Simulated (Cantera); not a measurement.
A closed system holds: 1 mol SiC, a varied amount of N₂O, 1.2 mol N₂, held at 1298 K and 1 atm.

These are equilibrium values from Cantera (NASA tables, ideal gas, pure condensed phases), not measurements of a reactor. Candidate condensed phases: C, Si, SiC, SiO₂, Si₂N₂O, Si₃N₄; 34 gas species. Mutual solubility and eutectic melting of coexisting phases are not modelled. The tables hold silica as quartz up to 1696 K and as liquid above; real silica turns to tridymite and cristobalite and melts near 1996 K. Rates play no part.

x: gas mole fraction; n: condensed amount in mol.

| n(N₂O) (mol) | x N₂ | x CO | x CO₂ | x SiO | n C(graphite) | n Si₂N₂O(s) | n SiO₂(β-quartz) |
|---|---|---|---|---|---|---|---|
| 0.56 | 0.955 | 0.0454 | 1.11e-5 | 4.00e-9 | 0.940 | 0.500 | 0 |
| 0.91 | 0.951 | 0.0490 | 1.29e-5 | 4.16e-9 | 0.911 | 0.393 | 0.214 |
| 1.3 | 0.951 | 0.0490 | 1.29e-5 | 4.16e-9 | 0.885 | 0.272 | 0.457 |
| 1.6 | 0.951 | 0.0490 | 1.29e-5 | 4.16e-9 | 0.865 | 0.178 | 0.643 |
| 1.9 | 0.951 | 0.0490 | 1.29e-5 | 4.16e-9 | 0.845 | 0.0852 | 0.830 |
| 2.3 | 0.921 | 0.0789 | 3.34e-5 | … | 0.700 | 0 | 1.00 |
| 2.6 | 0.864 | 0.136 | 9.95e-5 | … | 0.400 | 0 | 1.00 |
| 3 | 0.808 | 0.192 | 0.000198 | … | 0.00103 | 0 | 1.00 |
| 3.3 | 0.818 | 0.127 | 0.0545 | … | 0 | 0 | 1.00 |
| 3.7 | 0.831 | 0.0508 | 0.119 | <1e-12 | 0 | 0 | 1.00 |

Task: Complete the blanks.

Result: 
- 2.3, x SiO: 2.59e-9
- 2.6, x SiO: 1.50e-9
- 3, x SiO: 1.06e-9
- 3.3, x SiO: 2.56e-12
